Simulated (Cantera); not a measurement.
Input: 1 mol BCl3, 3 mol O2, 3.8 mol H2, held at 752 °C and 45.8 Torr.

Cantera equilibrium calculation (NASA polynomials, part measured and part estimated; ideal gas, pure solids and liquids). Candidate condensed phases: B, B2O3, B3O3H3, H2O; 33 gas species. Gases not in the tables: H3BO3. Kinetics and transport are ignored.

Base state: HCl 0.442, H2O 0.375, O2 0.166, Cl2 0.0149, (HBO2)3 0.00140, Cl 0.000277, HBO2 0.000108 (mole fractions); condensed: B2O3(l).

Problem. What changes in the equilibrium state with this change: pressure from 45.8 Torr to 75.0 Torr?

Solution. 
```json
[
 {"species": "HCl", "before": "0.442", "after": "0.436"},
 {"species": "H2O", "before": "0.375", "after": "0.379"},
 {"species": "O2", "before": "0.166", "after": "0.164"},
 {"species": "Cl2", "before": "0.0149", "after": "0.0184"},
 {"species": "(HBO2)3", "before": "0.00140", "after": "0.00181"},
 {"species": "HBO2", "before": "0.000108", "after": "8.50e-5"},
 {"species": "Cl", "before": "0.000277", "after": "0.000240"},
 {"species": "B2O3(l), mol", "before": "0.486", "after": "0.482"}
]
```

Problem. What changes in the equilibrium state with this change: pressure from 45.8 Torr to 0.293 Torr?

Solution. 
```tsv
species	before	after
HCl	0.442	0.465
H2O	0.375	0.360
O2	0.166	0.171
Cl2	0.0149	0.00139
HBO2	0.000108	0.00133
(HBO2)3	0.00140	0.000105
Cl	0.000277	0.00106
B2O3(l), mol	0.486	0.495
```
